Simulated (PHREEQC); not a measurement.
Consider water at 70 °C with 0.00068 mol/kgw Na2SiF6. Closed to the air; pH follows from the charge balance.

All values are PHREEQC results (ion-association model, phreeqc.dat), not measurements.

Each row changes one thing in this solution. No solid was allowed to form.

```
case                                                pH  ionic strength (mol/kgw)
------------------------------------------------  ----  ------------------------
as made                                           3.42                   0.00177
8.6e-06 mol/kgw H2SO4 added                       3.41                   0.00179
Na2SiF6 replaced by Na2HPO4 at the same molality  8.31                   0.00200
0.0001 mol/kgw H2SO4 added                        3.36                   0.00192
Na2SiF6 from 0.00068 to 0.00136 mol/kgw           3.36                   0.00350
Na2SiF6 from 0.00068 to 0.0034 mol/kgw            3.32                   0.00937
Na2SiF6 replaced by NaHCO3 at the same molality   7.88                  0.000684
diluted 5-fold with water                         3.70                  0.000478
Na2SiF6 from 0.00068 to 0.000748 mol/kgw          3.41                   0.00193
```

Complexes and solids missing from the database can't appear. Some of these states are supersaturated (in Quartz (slow to form), Chalcedony (slow to form), for instance). Away from 25 °C the constants follow the database's enthalpies or fits; those with neither stay at their 25 °C values. SiF6-2 is the database's only silicon fluoride.
